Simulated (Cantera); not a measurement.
# Titanium nitride, carbide and oxide coatings: Ti + CH4 + H2 + O2

A closed system holds: 1 mol Ti, 3.4 mol CH4, 20 mol H2, 0.085 mol O2, held at 1225 K and 0.0110 bar.

Cantera equilibrium calculation (NASA polynomials, part measured and part estimated; ideal gas, pure solids and liquids). Candidate condensed phases: C, C6H6, C7H8, C8H18, H2O, Ti, TiC, TiO, TiO2, Ti2O3, Ti3O5, Ti4O7; 113 gas species. TiC: taken at fixed stoichiometry. The numbers say what is thermodynamically allowed, not how fast it happens.

```yaml
x(H2): 0.994
x(CO): 0.00630
x(CH4): 0.000143
x(H): 2.96e-6
x(H2O): 1.35e-6
n(C(graphite)): 2.23 mol
n(TiC(s)): 1.00 mol
gas_amount: 26.97 mol
log10 activity of Ti2O3(s) (absent): -4.65
log10 activity of Ti(β) (absent): -7.25
log10 activity of Ti3O5(s) (absent): -7.72
```
